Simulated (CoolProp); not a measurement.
Vapour pressure (kPa) of methane: the reference equation beside estimates from Tc = -82.6 °C, pc = 4599 kPa, ω = 0.011. Clausius-Clapeyron is anchored at -154.25 °C with a constant enthalpy of vaporisation of 7.971 kJ/mol.

Values from CoolProp's reference Helmholtz-energy equation of state, Setzmann 1991.

| T (°C) | reference | Lee-Kesler | Clausius-Clapeyron | van der Waals | Redlich-Kwong | Peng-Robinson |
|---|---|---|---|---|---|---|
| -154.25 | 177.0 | 175.5 | 177.0 | 498.9 | 140.4 | 178.1 |
| -150.65 | 227.6 | 226.4 | 224.3 | 588.2 | 187.5 | 229.0 |
| -147.15 | 286.7 | 285.7 | 278.7 | 684.7 | 243.8 | 288.3 |
| -143.55 | 358.6 | 358.0 | 344.3 | 794.4 | 313.7 | 360.6 |
| -139.95 | 443.0 | 443.0 | 420.5 | 915.1 | 397.2 | 445.6 |
| -136.45 | 538.3 | 538.9 | 505.6 | 1043 | 492.8 | 541.5 |
| -132.85 | 651.2 | 652.3 | 605.3 | 1187 | 607.1 | 655.1 |
| -129.35 | 776.5 | 778.1 | 714.9 | 1338 | 735.2 | 781.4 |
| -125.75 | 922.7 | 924.6 | 841.3 | 1506 | 885.7 | 928.8 |
| -122.25 | 1083 | 1085 | 978.3 | 1681 | 1051 | 1090 |
| -118.65 | 1268 | 1270 | 1134 | 1875 | 1243 | 1277 |
| -115.15 | 1468 | 1470 | 1302 | 2076 | 1451 | 1479 |

Absolute difference from the reference over all 12 rows, mean and median: Lee-Kesler 0.3 and 0.2 %, Clausius-Clapeyron 6.2 and 6.6 %, van der Waals 96.9 and 88.0 %, Redlich-Kwong 8.9 and 7.6 %, Peng-Robinson 0.6 and 0.6 %.
